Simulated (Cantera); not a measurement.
Input (Python, Cantera) and output of one run.

```python
import numpy as np
import cantera as ct

gas_names = """
    C CO CO2 C2 C2O C3 C3O2 C4 C5 O O2 O3 Ta TaO TaO2
""".split()
cond_names = """
    C(gr) Ta(cr) Ta(L) TaC(s) TaC(L) Ta2O5(s) Ta2O5(L)
""".split()


# ... load() reads the species with a 1 bar reference pressure and builds the phases ...
atoms = {
    'Ta': {'Ta': 1},
    'CO2': {'C': 1, 'O': 2},
}
top_T = {'C(gr)': 4500}  # K; cautious upper limits of use, not melting points


# ... equilibrate(T, P, feed) seeds the gas with the atoms and calls Mixture.equilibrate('TP', solver="vcs", rtol=1e-11, max_steps=5000) ...
results = []
feed = {'Ta': 1, 'CO2': 5.9}  # mol
T = 1025  # K
P = 680  # Pa
mix = equilibrate(T, P, feed)
results.append((T, P, feed, dict(zip(mix.species_names, mix.species_moles))))
x = sorted(zip(gas.X, gas.species_names), reverse=True)
print(f"T = {T:g} K  P = {P:g} Pa  gas = {mix.phase_moles(0):.4g} mol")
print("   x: " + "  ".join(f"{s} {v:.3e}" for v, s in x if v > 1e-06))
print("   condensed (mol): " + ("  ".join(f"{mix.phase(i).name} {mix.phase_moles(i):.4g}"
      for i in range(1, mix.n_phases) if mix.phase_moles(i) > 1e-12) or "none"))
```

Result:

```
T = 1025 K  P = 680 Pa  gas = 5.9 mol
   x: CO2 5.763e-01  CO 4.237e-01
   condensed (mol): Ta2O5(s) 0.5
```

Method: chemical equilibrium by Gibbs-energy minimisation in Cantera with the NASA 1993 tables (ideal gas, pure condensed phases).
